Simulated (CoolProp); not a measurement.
The fluid at 298.15 K and 9.7 MPa (liquid) is heated at constant pressure to 333.1 K. The same conditions are run with several fluids, on thermodynamics alone (safety and materials aside).

Computed with CoolProp (reference Helmholtz-energy equation of state of each fluid (nitrous oxide: Lemmon 2006; R115: Lemmon 2016; dimethyl ether: Wu 2011; propylene glycol: Eisenbach 2021; c-C4F8 (RC318): Platzer 1990)). The equations of Platzer and Polt are older, rougher fits.

**Question.** Rank nitrous oxide, R115, dimethyl ether, propylene glycol, c-C4F8 (RC318) by heat (kJ/kg), highest first.

**Answer.** nitrous oxide (158), propylene glycol (90.4), dimethyl ether (84.9), c-C4F8 (RC318) (38.6), R115 (37.0)

```
fluid               final phase  final density (kg/m³)
----------------  -------------  ---------------------
nitrous oxide     supercritical                    320
R115                     liquid                   1230
dimethyl ether           liquid                    625
propylene glycol         liquid                   1010
c-C4F8 (RC318)           liquid                   1430
```
